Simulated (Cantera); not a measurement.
# Carbothermic reduction: PbO + CO + N2

A closed system holds: 1 mol PbO, 3.1 mol CO, 0.11 mol N2, equilibrated at 13.3 mbar.

These are equilibrium values from Cantera (NASA tables, ideal gas, pure condensed phases), not measurements of a reactor. Candidate condensed phases: C, Pb, PbO, PbO2, Pb3O4; 27 gas species. Gases not in the tables: (PbO)n polymers. Kinetics and transport are ignored.

From 1075 K to 1225 K the condensed part is Pb(l). From 1375 K to 2425 K nothing is condensed.

```tsv
T (K)	x CO	x CO2	x Pb	x N2	x PbO	n Pb(l)
1075	0.650	0.310	0.00570	0.0341	1.95e-8	0.982
1225	0.608	0.290	0.0701	0.0319	2.03e-6	0.758
1375	0.499	0.237	0.237	0.0261	3.63e-5	0
1525	0.499	0.237	0.237	0.0261	0.000137	0
1675	0.499	0.237	0.237	0.0261	0.000402	0
1825	0.500	0.237	0.237	0.0261	0.000980	0
1975	0.501	0.235	0.235	0.0261	0.00206	0
2125	0.503	0.233	0.234	0.0261	0.00381	0
2275	0.508	0.226	0.231	0.0259	0.00625	0
2425	0.522	0.204	0.226	0.0254	0.00863	0
```
x: gas mole fraction; n: condensed amount in mol.
